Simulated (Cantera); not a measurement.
An isothermal, constant-pressure homogeneous reactor starts with NO : N2 = 1 : 1.2 (molar parts), at 1623 K and 101000 Pa. Integrator tolerance rtol = 1e-08.

Computed with Cantera and GRI-Mech 3.0 (53 species, 325 reactions).

**Question.** What does this change do: pressure from 101000 Pa to 2670 Pa?

**Answer.** 
```tsv
quantity	before	after
x(NO) at 6.00 s	0.370 (gas-phase equilibrium 0.00220)	0.452 (gas-phase equilibrium 0.00220)
x(NO2) at 6.00 s	0.000641 (gas-phase equilibrium 8.69e-6)	3.37e-5 (gas-phase equilibrium 1.41e-6)
x(O) at 6.00 s	4.05e-6 (gas-phase equilibrium 9.04e-6)	1.02e-5 (gas-phase equilibrium 5.57e-5)
x(N2) at 6.00 s	0.587 (gas-phase equilibrium 0.772)	0.547 (gas-phase equilibrium 0.772)
x(O2) at 6.00 s	0.0414 (gas-phase equilibrium 0.226)	0.00135 (gas-phase equilibrium 0.226)
x(N2O) at 6.00 s	5.06e-5 (gas-phase equilibrium 1.30e-7)	6.97e-5 (gas-phase equilibrium 2.11e-8)
```
Radical loss at walls, strong at low pressure, is not modelled.
